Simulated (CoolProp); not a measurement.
The fluid at 188.63 K and 0.255 MPa is throttled through a valve to 0.0957 MPa with no heat exchange. The same conditions are run with several fluids, on thermodynamics alone (safety and materials aside).

Computed with CoolProp (reference Helmholtz-energy equation of state of each fluid (hydrogen chloride: Thol 2018; R134a: Tillner-Roth 1994; isohexane: Lemmon 2006; n-perfluorobutane: Gao 2022; R227EA: Lemmon 2016)).

```tsv
fluid	temperature change (K)	final phase	final density (kg/m³)
hydrogen chloride	-1.5	two-phase, vapour fraction 0.006	305
R134a	+0.1	liquid	1540
isohexane	+0.1	liquid	744
n-perfluorobutane	+0.1	liquid	1880
R227EA	+0.1	liquid	1760
```
